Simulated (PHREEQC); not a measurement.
0.045 g of hydrous ferric oxide (600 m²/g; 0.2 weak and 0.005 strong sites per Fe, Dzombak-Morel constants, diffuse double layer) in 1 kg of water with 0.001 mol/kgw of an inert sodium salt, at 25 °C; the pH is set by adding NaOH or the inert anion's acid. Oxygen is held at 0.21 atm. No CO2 enters from the air. No solid was allowed to form.

Equilibrium calculation in PHREEQC: ion-association model, wateq4f.dat.

Task: Predict surface charge σ (C/m²) at pH = 5, 12.

Result: 
```csv
pH,surface charge σ (C/m²)
5,0.050
12,-0.200
```
